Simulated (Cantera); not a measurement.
Feed: 1 mol FeS, 0.92 mol O2, 0.5 mol H2O, held at 150 Torr.

Method: chemical equilibrium by Gibbs-energy minimisation in Cantera with the NASA 1993 tables (ideal gas, pure condensed phases). Candidate condensed phases: Fe, FeO, Fe(OH)2, Fe(OH)3, FeS, FeSO4, FeS2, Fe2O3, Fe2(SO4)3, Fe3O4, H2O, H2SO4, S; 22 gas species. Metal and sulfide melt together well below either melting point, which pure phases cannot show. Mutual solubility and eutectic melting of coexisting phases are not modelled. The tables' stoichiometric FeO is somewhat more stable than real wüstite, so its field is too wide. FeO, FeS: taken at fixed stoichiometry. Gases not in the tables: S3 to S7. Kinetics and transport are ignored.

**Question.** Which condensed phases are stable at each of these points (T (°C)): 475, 525, 575, 625, 675, 725, 775, 825, 875, 925, 975, 1025, 1075, 1125?

**Answer.** 
| T (°C) | condensed phases | Fe condensed (%) |
|---|---|---|
| 475 | FeS2(s) + Fe3O4(s) | 100.0 |
| 525 | FeS2(s) + Fe3O4(s) | 100.0 |
| 575 | FeS2(s) + Fe3O4(s) | 100.0 |
| 625 | FeS(s) + Fe3O4(s) | 100.0 |
| 675 | FeS(s) + Fe3O4(s) | 100.0 |
| 725 | FeS(s) + Fe3O4(s) | 100.0 |
| 775 | FeS(s) + Fe3O4(s) | 100.0 |
| 825 | FeS(s) + Fe3O4(s) | 100.0 |
| 875 | FeS(s) + Fe3O4(s) | 100.0 |
| 925 | FeS(s) + Fe3O4(s) | 100.0 |
| 975 | FeS(s) + Fe3O4(s) | 100.0 |
| 1025 | FeS(s) + Fe3O4(s) | 100.0 |
| 1075 | FeO(s) + FeS(s) + Fe3O4(s) | 100.0 |
| 1125 | FeO(s) + FeS(s) | 100.0 |

From 475 °C to 575 °C the condensed part is FeS2(s) + Fe3O4(s). From 625 °C to 1025 °C the condensed part is FeS(s) + Fe3O4(s). At 1075 °C the condensed part is FeO(s) + FeS(s) + Fe3O4(s). At 1125 °C the condensed part is FeO(s) + FeS(s).
